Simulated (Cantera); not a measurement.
What does this Cantera script print?

```python
import numpy as np
import cantera as ct

gas_names = """
    H HNO HNO2 HNO3 HO2 H2 H2O H2O2 N NH NH2 NH3 NH2OH NO NO2 NO3 N2 N2H2 N2H4 N2O O OH O2 O3 Si SiH
    SiH2 SiH3 SiH4 SiN SiO SiO2 Si2 Si2N Si3
""".split()
cond_names = """
    H2O(s) H2O(L) Si(cr) Si(L) SiO2(Lqz) SiO2(hqz) SiO2(L) Si2N2O(s) Si3N4(a)
""".split()


# ... load() reads the species with a 1 bar reference pressure and builds the phases ...
atoms = {
    'Si3N4': {'Si': 3, 'N': 4},
    'H2O': {'H': 2, 'O': 1},
    'N2': {'N': 2},
}
top_T = {'Si2N2O(s)': 2100, 'Si3N4(a)': 2400}  # K; cautious upper limits of use, not melting points


# ... equilibrate(T, P, feed) seeds the gas with the atoms and calls Mixture.equilibrate('TP', solver="vcs", rtol=1e-11, max_steps=5000) ...
results = []
feed = {'Si3N4': 1, 'H2O': 0.0065, 'N2': 83}  # mol
T = 1300  # K
for P in [0.1, 0.75, 5.6, 42, 320, 2400, 18000, 130000, 1000000]:
    mix = equilibrate(T, P, feed)
    results.append((T, P, feed, dict(zip(mix.species_names, mix.species_moles))))
    x = sorted(zip(gas.X, gas.species_names), reverse=True)
    print(f"T = {T:g} K  P = {P:g} Pa  gas = {mix.phase_moles(0):.4g} mol")
    print("   x: " + "  ".join(f"{s} {v:.3e}" for v, s in x if v > 0.001))
    print("   condensed (mol): " + ("  ".join(f"{mix.phase(i).name} {mix.phase_moles(i):.4g}"
          for i in range(1, mix.n_phases) if mix.phase_moles(i) > 1e-12) or "none"))
```

Output:

```
T = 1300 K  P = 0.1 Pa  gas = 83.02 mol
   x: N2 9.998e-01
   condensed (mol): Si3N4(a) 0.9971
T = 1300 K  P = 0.75 Pa  gas = 83.02 mol
   x: N2 9.998e-01
   condensed (mol): Si3N4(a) 0.9978
T = 1300 K  P = 5.6 Pa  gas = 83.01 mol
   x: N2 9.999e-01
   condensed (mol): Si2N2O(s) 0.005545  Si3N4(a) 0.996
T = 1300 K  P = 42 Pa  gas = 83.01 mol
   x: N2 9.999e-01
   condensed (mol): Si2N2O(s) 0.006435  Si3N4(a) 0.9957
T = 1300 K  P = 320 Pa  gas = 83.01 mol
   x: N2 9.999e-01
   condensed (mol): Si2N2O(s) 0.006496  Si3N4(a) 0.9957
T = 1300 K  P = 2400 Pa  gas = 83.01 mol
   x: N2 9.999e-01
   condensed (mol): Si2N2O(s) 0.0065  Si3N4(a) 0.9957
T = 1300 K  P = 18000 Pa  gas = 83.01 mol
   x: N2 9.999e-01
   condensed (mol): Si2N2O(s) 0.0065  Si3N4(a) 0.9957
T = 1300 K  P = 130000 Pa  gas = 83.01 mol
   x: N2 9.999e-01
   condensed (mol): Si2N2O(s) 0.0065  Si3N4(a) 0.9957
T = 1300 K  P = 1e+06 Pa  gas = 83.01 mol
   x: N2 9.999e-01
   condensed (mol): Si2N2O(s) 0.0065  Si3N4(a) 0.9957
```

These are equilibrium values from Cantera (NASA tables, ideal gas, pure condensed phases), not measurements of a reactor. Mutual solubility and eutectic melting of coexisting phases are not modelled.
